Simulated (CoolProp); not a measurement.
Values from CoolProp's reference Helmholtz-energy equation of state, Thol 2016.

Task: Give the vapour pressure (kPa), liquid density (kg/m³), liquid viscosity (µPa s) of saturated R1234ze(E) at -36.35, -31.85, -9.55 °C.

Result: 
```json
[
 {"T (°C)": "-36.35", "p (kPa)": "44.5", "liquid density (kg/m³)": "1340", "liquid viscosity (µPa s)": "421"},
 {"T (°C)": "-31.85", "p (kPa)": "55.8", "liquid density (kg/m³)": "1330", "liquid viscosity (µPa s)": "394"},
 {"T (°C)": "-9.55", "p (kPa)": "150", "liquid density (kg/m³)": "1270", "liquid viscosity (µPa s)": "290"}
]
```

Viscosity comes from a separate model (Bell 2016), an estimate that may be off by 10 % or more.
